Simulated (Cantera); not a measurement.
Input (Python, Cantera) and output of one run.

```python
import numpy as np
import cantera as ct

gas_names = """
    H H2 N NH NH2 NH3 N2 N2H2 N2H4 Si SiH SiH2 SiH3 SiH4 SiN Si2 Si2N Si3
""".split()
cond_names = """
    Si(cr) Si(L) Si3N4(a)
""".split()


# ... load() reads the species with a 1 bar reference pressure and builds the phases ...
atoms = {
    'SiH4': {'Si': 1, 'H': 4},
    'NH3': {'N': 1, 'H': 3},
    'N2': {'N': 2},
}
top_T = {'Si3N4(a)': 2400}  # K; cautious upper limits of use, not melting points


# ... equilibrate(T, P, feed) seeds the gas with the atoms and calls Mixture.equilibrate('TP', solver="vcs", rtol=1e-11, max_steps=5000) ...
results = []
feed = {'SiH4': 1, 'NH3': 30, 'N2': 1.9}  # mol
T = 1050  # K
P = 133.322  # Pa
mix = equilibrate(T, P, feed)
results.append((T, P, feed, dict(zip(mix.species_names, mix.species_moles))))
print(gas.report(threshold=1e-05))
for i in range(1, mix.n_phases):
    print(f"{mix.phase(i).name:16s} {mix.phase_moles(i):12.5e} mol")
```

Result:

```
       temperature   1050 K
          pressure   133.32 Pa
           density   0.00013271 kg/m^3
  mean mol. weight   8.6902 kg/kmol
   phase of matter   gas

                          1 kg             1 kmol
                     ---------------   ---------------
          enthalpy        2.5814e+06        2.2433e+07  J
   internal energy        1.5768e+06        1.3703e+07  J
           entropy             28011        2.4343e+05  J/K
    Gibbs function       -2.6831e+07       -2.3316e+08  J
 heat capacity c_p            3573.3             31052  J/K
 heat capacity c_v            2616.5             22738  J/K

                      mass frac. Y      mole frac. X     chem. pot. / RT
                     ---------------   ---------------   ---------------
                H2           0.17243           0.74328           -24.545
                N2           0.82757           0.25672           -32.969
     [  +16 minor]        3.8209e-07        3.7513e-07

Si(cr)            0.00000e+00 mol
Si3N4(a)          3.33333e-01 mol
```

Cantera equilibrium calculation (NASA polynomials, part measured and part estimated; ideal gas, pure solids and liquids).
